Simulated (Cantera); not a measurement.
Mixture: 36.5 % CO, 2.12 % H2, 12.9 % O2, 48.5 % N2, equivalence ratio 1.5, at 443 Torr, adiabatic and at constant pressure. Ignition delay is the time to a rise of 400 K.

Model: GRI-Mech 3.0 (53 species, 325 reactions), integrated in Cantera. Where the delays flatten at high temperature, the 400 K rule measures the pace of heat release, not the induction time.

Problem. Predict: delay at 973 K; delay at 1073 K; delay at 1173 K; delay at 1273 K; delay at 1373 K; delay at 1473 K.

Solution. 
* **delay at 973 K**: 1.21 ms
* **delay at 1073 K**: 0.451 ms
* **delay at 1173 K**: 0.274 ms
* **delay at 1273 K**: 0.205 ms
* **delay at 1373 K**: 0.174 ms
* **delay at 1473 K**: 0.164 ms
